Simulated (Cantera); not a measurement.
Input: 1 mol C3H6, 1.1 mol H2O, equilibrated at 2252 °C and 37.0 Pa.

Equilibrium computed with Cantera from the NASA thermochemical tables; the gas is ideal and each condensed phase is pure. Candidate condensed phases: C, C6H6, C7H8, C8H18, H2O; 110 gas species. Rates play no part.

Base state: H 0.652, H2 0.200, CO 0.142, C2H2 (acetylene) 0.00240, C3 0.00197, C 0.000632, C2H 0.000593, C2 0.000183 (mole fractions); condensed: C(graphite).

Problem. What changes in the equilibrium state with this change: H2O from 1.1 to 3 mol?

Solution. 
```json
[
 {"species": "H", "before": "0.652", "after": "0.598"},
 {"species": "CO", "before": "0.142", "after": "0.234"},
 {"species": "H2", "before": "0.200", "after": "0.168"},
 {"species": "C3", "before": "0.00197", "after": "<1e-9"},
 {"species": "C2H2 (acetylene)", "before": "0.00240", "after": "3.89e-9"},
 {"species": "C(graphite), mol", "before": "1.80", "after": "0"}
]
```

Problem. What changes in the equilibrium state with this change: H2O from 1.1 to 0.07 mol?

Solution. 
| species | before | after |
|---|---|---|
| H | 0.652 | 0.729 |
| H2 | 0.200 | 0.250 |
| CO | 0.142 | 0.0141 |
| C2H2 (acetylene) | 0.00240 | 0.00301 |
| C4H2 | 1.19e-5 | 1.49e-5 |
| C2H | 0.000593 | 0.000663 |
| C | 0.000632 | 0.000632 |
| C3 | 0.00197 | 0.00197 |
| C(graphite), mol | 1.80 | 2.86 |
